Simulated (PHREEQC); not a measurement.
Make-up at 25 °C: 1.9 mmol/kgw HCl, 39 mmol/kgw Al2(SO4)3 and 0.77 mmol/kgw Fe2(SO4)3. Closed to the air; pH follows from the charge balance.

Equilibrium calculation in PHREEQC: ion-association model, phreeqc.dat.

| quantity | before | after |
|---|---|---|
| pH | 3.07 | 2.41 |
| ionic strength (mol/kgw) | 0.135 | 0.142 |
| HSO4- (mol/kgw) | 0.00110 | 0.00466 |
| FeSO4+ (mol/kgw) | 0.00105 | 0.00117 |
| Fe(SO4)2- (mol/kgw) | 0.000232 | 0.000238 |
| SI of Fe(OH)3(a) (Fe(OH)3) | -0.83 | -2.73 |
| SI of Goethite (FeOOH) | +5.06 | +3.16 |

Q: What was changed between the two runs?
A. temperature from 25 to 30 °C
B. 0.0044 mol/kgw HNO3 added
C. HCl replaced by NaCl at the same molality
D. HCl from 0.0019 to 0.0095 mol/kgw
E. Al2(SO4)3 replaced by K2SO4 at the same molality

A: D, HCl from 0.0019 to 0.0095 mol/kgw

Precipitation was switched off in this run. Some of these states are supersaturated (in Hematite (slow to form), Goethite (slow to form), for instance).
